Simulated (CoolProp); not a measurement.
Properties of dodecamethylcyclohexasiloxane (D6) along the isotherm 620 K (Tc = 645.8 K, pc = 9.614 bar, ω = 0.736).

Computed with CoolProp (reference Helmholtz-energy equation of state, Colonna 2008). It is a short technical equation, of lower accuracy than the large ones.

```tsv
p (bar)	phase	cv (kJ/(kg K))	expansivity (1/kK)
0.0456	gas	1.938	1.625
0.077	gas	1.938	1.633
0.13	gas	1.939	1.648
0.219	gas	1.939	1.672
0.37	gas	1.939	1.715
0.624	gas	1.939	1.791
1.05	gas	1.940	?
1.78	gas	?	?
3	gas	1.944	?
5.06	gas	1.952	?
8.55	liquid	1.978	6.764
14.4	liquid	1.978	?
```

**Question.** Complete the blanks.

**Answer.** 
- 1.05, expansivity (1/kK): 1.931
- 1.78, cv (kJ/(kg K)): 1.941
- 1.78, expansivity (1/kK): 2.215
- 3, expansivity (1/kK): 2.872
- 5.06, expansivity (1/kK): 5.220
- 14.4, expansivity (1/kK): 4.544
